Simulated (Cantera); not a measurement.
A closed system holds: 1 mol Si, 2.1 mol HCl, 2.8 mol H2, equilibrated at 1000 °C and 0.133 bar.

Equilibrium computed with Cantera from the NASA thermochemical tables; the gas is ideal and each condensed phase is pure. Candidate condensed phases: Si; 19 gas species. The tables' values for SiCl3 are old estimates; treat these amounts as uncertain. Equilibrium is a limit: real reactors are often held back by kinetics, nucleation or transport.

Base state: H2 0.792, HCl 0.0929, SiCl4 0.0530, SiCl2 0.0282, SiHCl3 0.0181, SiCl3 0.0151, SiH2Cl2 0.000854, SiH3Cl 1.13e-5 (mole fractions); condensed: Si(s).

**Question.** What changes in the equilibrium state with this change: temperature from 1000 °C to 1102 °C?

**Answer.** 
```
species       before     after
----------  --------  --------
H2             0.792     0.755
HCl           0.0929     0.126
SiCl2         0.0282    0.0604
SiCl4         0.0530    0.0280
SiHCl3        0.0181    0.0107
SiCl3         0.0151    0.0192
SiH2Cl2     0.000854  0.000608
SiH3Cl       1.13e-5   9.88e-6
Si(s), mol     0.477     0.444
```
